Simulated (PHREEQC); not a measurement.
A solution holds 0.026 mol H3PO4, 0.045 mol Na2SO4 and 0.1 mol KCl per kg of water, at 25 °C. Closed to the air; pH follows from the charge balance.

Equilibrium calculation in PHREEQC: ion-association model, phreeqc.dat.

| Quantity | Result |
|---|---|
| pH | 2.18 |
| ionic strength | 0.219 mol/kgw |
| activity of water | 0.994 |
| specific conductance | 20800 µS/cm |
| density | 1.009 g/cm³ |
| total alkalinity | -26.0 meq/kg |

```
species  molality  activity   log γ
-------  --------  --------  ------
Cl-         0.100    0.0709  -0.149
K+         0.0948    0.0668  -0.152
Na+        0.0864    0.0643  -0.129
SO4-2      0.0291   0.00823  -0.548
H2PO4-     0.0154    0.0114  -0.130
H3PO4      0.0106    0.0111   0.022
H+        0.00832   0.00660  -0.100
HSO4-     0.00711   0.00529  -0.129
KSO4-     0.00522   0.00386  -0.130
NaSO4-    0.00358   0.00265  -0.130
HPO4-2    3.72e-7   1.07e-7  -0.540
KHPO4-    1.89e-8   1.40e-8  -0.130
NaHPO4-   1.82e-8   1.35e-8  -0.130
```

Precipitation was switched off in this run. Complexes and solids missing from the database can't appear.
